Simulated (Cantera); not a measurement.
A counterflow diffusion flame at 0.400 bar, nozzles 20 mm apart: fuel side 71.1 % CH4, 4.05 % C2H6, 24.9 % N2 at 400 K, oxidiser side 24.0 % O2, 76.0 % N2 at 625 K, fuel mass flux 0.83 times the oxidiser's; mixture-averaged transport, no radiation.

Detailed kinetics in Cantera: GRI-Mech 3.0 (53 species, 325 reactions). GRI-Mech 3.0 has no aromatics or soot, which form on the fuel side of real flames. The maximum strain rate includes the flame's own expansion and is several times the mean.

x: mole fraction; the columns are a selection and need not sum to one.

| oxidiser flux (kg/m²/s) | max strain (1/s) | mean strain (1/s) | T max (K) | peak x OH | peak x H | peak x NO | peak x CO | peak x C2H2 |
|---|---|---|---|---|---|---|---|---|
| 0.1 | 201 | 40.0 | 2144 | 0.0116 | 0.00812 | 0.000315 | 0.0727 | 0.0174 |
| 0.16 | 303 | 64.1 | 2120 | 0.0112 | 0.00847 | 0.000270 | 0.0711 | 0.0165 |
| 0.25 | 452 | 100 | 2099 | 0.0109 | 0.00877 | 0.000226 | 0.0699 | 0.0155 |
| 0.39 | 677 | 156 | 2078 | 0.0105 | 0.00898 | 0.000180 | 0.0693 | 0.0143 |
| 0.61 | 1020 | 244 | 2049 | 0.00980 | 0.00894 | 0.000131 | 0.0689 | 0.0125 |
| 0.95 | [?] | 380 | 2007 | [?] | 0.00848 | [?] | 0.0690 | [?] |
| 1.5 | [?] | 601 | 1936 | [?] | [?] | [?] | 0.0690 | [?] |

Q: Fill in the missing entries.

A: 
- 0.95, max strain (1/s): 1520
- 0.95, peak x OH: 0.00879
- 0.95, peak x NO: 8.08e-5
- 0.95, peak x C2H2: 0.0100
- 1.5, max strain (1/s): 2290
- 1.5, peak x OH: 0.00705
- 1.5, peak x H: 0.00705
- 1.5, peak x NO: 3.36e-5
- 1.5, peak x C2H2: 0.00627
